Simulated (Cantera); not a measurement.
A closed system holds: 1 mol SiH₂Cl₂, 7.1 mol O₃, 0.44 mol H₂, at 1448 K and 1.00 bar.

Cantera equilibrium calculation (NASA polynomials, part measured and part estimated; ideal gas, pure solids and liquids). Candidate condensed phases: H₂O, Si, SiO₂; 30 gas species. The tables hold silica as quartz up to 1696 K and as liquid above; real silica turns to tridymite and cristobalite and melts near 1996 K. Gases not in the tables: Si(OH)₄. Kinetics and transport are ignored.

Base state: O₂ 0.791, HCl 0.140, H₂O 0.0520, Cl₂ 0.0124, Cl 0.00453, ClO 0.000106, OH 4.92e-5, HOCl 3.76e-5 (mole fractions); condensed: SiO₂(β-quartz).

What changes in the equilibrium state with this change: pressure from 1.00 bar to 0.133 bar?


```json
[
 {"species": "O₂", "before": "0.791", "after": "0.790"},
 {"species": "HCl", "before": "0.140", "after": "0.149"},
 {"species": "H₂O", "before": "0.0520", "after": "0.0470"},
 {"species": "Cl₂", "before": "0.0124", "after": "0.00567"},
 {"species": "HOCl", "before": "3.76e-5", "after": "1.46e-5"},
 {"species": "Cl", "before": "0.00453", "after": "0.00839"},
 {"species": "SiO₂(β-quartz), mol", "before": "1.00", "after": "1.00"}
]
```
